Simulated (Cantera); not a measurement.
Input: 1 mol Si2H6, 9.7 mol O2, 48 mol H2, equilibrated at 1252 °C and 7.10 Pa.

Cantera equilibrium calculation (NASA polynomials, part measured and part estimated; ideal gas, pure solids and liquids). The feed counts by its element totals alone. The tables hold silica as quartz up to 1696 K and as liquid above; real silica turns to tridymite and cristobalite and melts near 1996 K. The numbers say what is thermodynamically allowed, not how fast it happens.

```
species                before     after
-------------------  --------  --------
O2                    1.83e-8     0.654
H2O                     0.302     0.342
OH                    3.15e-5   0.00260
H2                      0.696  0.000132
SiO                  0.000113   1.90e-8
O                     9.09e-8  0.000544
H                     0.00234   3.23e-5
SiO2(β-quartz), mol      1.99      2.00
```
Gas species are given as mole fractions.

Task: What was changed between the two runs?
(A) O2 from 9.7 to 0.089 mol
(B) H2 from 48 to 0.2 mol
(C) O2 from 9.7 to 0.059 mol
(D) temperature from 1252 °C to 625 °C

Result: B, H2 from 48 to 0.2 mol
